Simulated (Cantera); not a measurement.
A Cantera script and what it prints.

```python
import numpy as np
import cantera as ct

gas_names = """
    Fe FeO Fe(OH)2 H HO2 H2 H2O H2O2 H2S H2SO4 O OH O2 O3 S SH SO SO2 SO3 S2 S2O S8
""".split()
cond_names = """
    Fe(a) Fe(c) Fe(d) Fe(L) FeO(s) FeO(L) Fe(OH)2(s) Fe(OH)3(s) FeS(a) FeS(b) FeS(c) FeS(L) FeSO4(s)
    FeS2(s) Fe2O3(s) Fe2S3O12(s) Fe3O4(s) H2O(s) H2O(L) H2SO4(L) S(cr1) S(cr2) S(L)
""".split()


def load(file, names, dense=False):
    # The tables refer to 1 bar. Condensed volumes are neglected.
    table = {s.name: s for s in ct.Species.list_from_file(file)}
    out = []
    for n in names:
        d = dict(table[n].input_data)
        d["thermo"] = dict(d["thermo"], **{"reference-pressure": 1e5})
        if dense:
            d["equation-of-state"] = {"model": "constant-volume", "density": "1e6 g/cm^3"}
        out.append(ct.Species.from_dict(d))
    return out


gas = ct.Solution(thermo="ideal-gas", species=load("nasa_gas.yaml", gas_names))
cond = {s.name: ct.Solution(thermo="fixed-stoichiometry", species=[s], name=s.name)
        for s in load("nasa_condensed.yaml", cond_names, dense=True)}
atoms = {
    'FeS': {'Fe': 1, 'S': 1},
    'SO2': {'S': 1, 'O': 2},
    'H2O': {'H': 2, 'O': 1},
    'SO3': {'S': 1, 'O': 3},
}
top_T = {'FeSO4(s)': 950, 'FeS2(s)': 1010, 'Fe2O3(s)': 1830, 'Fe2S3O12(s)': 1100, 'Fe3O4(s)': 1870}  # K; cautious upper limits of use, not melting points


def equilibrate(T, P, feed):
    n = {}
    for name, mol in feed.items():
        for a, k in atoms[name].items():
            n[a] = n.get(a, 0.0) + k * mol
    gas.TPX = T, P, n
    mass = sum(n.values()) * gas.mean_molecular_weight
    gas.equilibrate("TP")
    valid = [c for c in cond.values() if c.min_temp <= T <= top_T.get(c.name, c.max_temp)]
    mix = ct.Mixture([(gas, mass / gas.mean_molecular_weight)] + [(c, 0.0) for c in valid])
    mix.T, mix.P = T, P
    mix.equilibrate("TP", solver="vcs", rtol=1e-11, max_steps=5000)
    return mix


results = []
feed = {'FeS': 1, 'SO2': 1.6, 'H2O': 0.45, 'SO3': 2}  # mol
T = 923  # K
P = 21000  # Pa
mix = equilibrate(T, P, feed)
results.append((T, P, feed, dict(zip(mix.species_names, mix.species_moles))))
print(gas.report(threshold=1e-06))
for i in range(1, mix.n_phases):
    print(f"{mix.phase(i).name:16s} {mix.phase_moles(i):12.5e} mol")
```

Result:

```
       temperature   923 K
          pressure   21000 Pa
           density   0.16332 kg/m^3
  mean mol. weight   59.682 kg/kmol
   phase of matter   gas

                          1 kg             1 kmol
                     ---------------   ---------------
          enthalpy       -4.2311e+06       -2.5252e+08  J
   internal energy       -4.3597e+06        -2.602e+08  J
           entropy            5202.7        3.1051e+05  J/K
    Gibbs function       -9.0332e+06       -5.3912e+08  J
 heat capacity c_p            873.68             52143  J/K
 heat capacity c_v            734.37             43829  J/K

                      mass frac. Y      mole frac. X     chem. pot. / RT
                     ---------------   ---------------   ---------------
                H2        2.9192e-06        8.6421e-05           -28.227
               H2O          0.028506          0.094437           -60.051
               H2S         0.0010797          0.001891           -37.254
                SO        8.2104e-06        1.0196e-05           -40.852
               SO2           0.94569           0.88109           -72.676
                S2           0.02192          0.020403           -18.055
               S2O         0.0027895          0.002078           -49.879
     [  +15 minor]        3.3125e-07        5.4891e-07

Fe(a)             0.00000e+00 mol
FeO(s)            0.00000e+00 mol
Fe(OH)2(s)        0.00000e+00 mol
Fe(OH)3(s)        0.00000e+00 mol
FeS(c)            2.68918e-01 mol
FeSO4(s)          0.00000e+00 mol
FeS2(s)           0.00000e+00 mol
Fe2O3(s)          0.00000e+00 mol
Fe2S3O12(s)       0.00000e+00 mol
Fe3O4(s)          2.43694e-01 mol
H2SO4(L)          0.00000e+00 mol
S(L)              0.00000e+00 mol
```

These are equilibrium values from Cantera (NASA tables, ideal gas, pure condensed phases), not measurements of a reactor. FeS: taken at fixed stoichiometry. Gases not in the tables: S3 to S7.
